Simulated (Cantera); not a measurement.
A closed system holds: 1 mol C₂H₂, 0.65 mol O₂, 3.2 mol H₂, at 10.0 mbar.

Method: chemical equilibrium by Gibbs-energy minimisation in Cantera with the NASA 1993 tables (ideal gas, pure condensed phases). Candidate condensed phases: C, C₆H₆, C₇H₈, C₈H₁₈, H₂O; 110 gas species. Kinetics and transport are ignored. All values below are at 1252 °C.

Base state: H₂ 0.763, CO 0.236, H 0.000207, CH₄ 1.33e-5 (mole fractions); condensed: C(graphite).

Task: What changes in the equilibrium state with this change: O₂ from 0.65 to 0.095 mol?

Result: 
| species | before | after |
|---|---|---|
| H₂ | 0.763 | 0.956 |
| CO | 0.236 | 0.0433 |
| H | 0.000207 | 0.000231 |
| CH₄ | 1.33e-5 | 2.09e-5 |
| C₂H₂ (acetylene) | 9.23e-6 | 1.16e-5 |
| C(graphite), mol | 0.700 | 1.81 |
